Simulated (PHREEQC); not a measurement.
Dissolve 12 mmol/kgw HF, 0.2 mmol/kgw (CH3)4NF and 1.6 mmol/kgw HCl at 25 °C. Closed to the air; pH follows from the charge balance.

All values are PHREEQC results (ion-association model, phreeqc.dat), not measurements.

Each row changes one thing in this solution. No solid was allowed to form.

```csv
case,pH,ionic strength (mol/kgw),HF (mol/kgw),F- (mol/kgw),HF2- (mol/kgw)
as made,2.47,0.00378,0.00994,0.00210,8.02e-5
diluted 2-fold with water,2.67,0.00233,0.00454,0.00151,2.62e-5
(CH3)4NF from 0.0002 to 2e-05 mol/kgw,2.46,0.00370,0.00984,0.00203,7.65e-5
0.00056 mol/kgw NaOH added,2.52,0.00398,0.00973,0.00230,8.58e-5
(CH3)4NF replaced by NH4BF4 at the same molality,2.46,0.00390,0.00984,0.00202,7.64e-5
```

(CH3)4N+ isn't in the database: it is added as a free cation with an ion size of 4 Å.
